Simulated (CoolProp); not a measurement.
Saturated liquid density (kg/m³) of hexamethyldisiloxane (MM): the reference equation beside estimates from Tc = 245.6 °C, pc = 19.31 bar, ω = 0.418. Rackett uses Z = 0.29056 − 0.08775 ω.

Computed with CoolProp (reference Helmholtz-energy equation of state, Thol 2016).

```csv
T (°C),reference,Rackett,van der Waals,Redlich-Kwong,Soave-Redlich-Kwong,Peng-Robinson
115.05,656.8,721.7,396.6,568.9,611.3,692.7
122.55,647.2,710.6,390.8,558.4,601.1,681.3
130.05,637.3,699.2,384.7,547.5,590.3,669.3
137.65,627.0,687.2,378.3,536.0,578.8,656.5
145.15,616.5,675.1,371.8,524.2,566.9,643.2
152.65,605.6,662.5,365.0,512.0,554.3,629.0
160.25,594.2,649.3,357.8,499.0,540.8,613.8
167.75,582.4,635.6,350.4,485.6,526.7,597.8
175.25,570.0,621.3,342.6,471.6,511.7,580.7
182.75,556.9,606.2,334.3,456.8,495.6,562.3
190.35,542.8,590.0,325.4,440.8,478.2,542.2
197.85,527.8,572.8,316.0,424.0,459.5,520.6
205.35,511.5,554.2,305.8,406.0,439.2,496.9
212.85,493.4,533.6,294.6,386.3,416.7,470.6
220.45,472.5,510.0,281.9,364.0,391.1,440.4
```

Absolute difference from the reference over all 15 rows, mean and median: Rackett 9.1 and 9.1 %, van der Waals 39.9 and 39.8 %, Redlich-Kwong 17.2 and 16.6 %, Soave-Redlich-Kwong 10.5 and 9.6 %, Peng-Robinson 3.5 and 3.9 %.
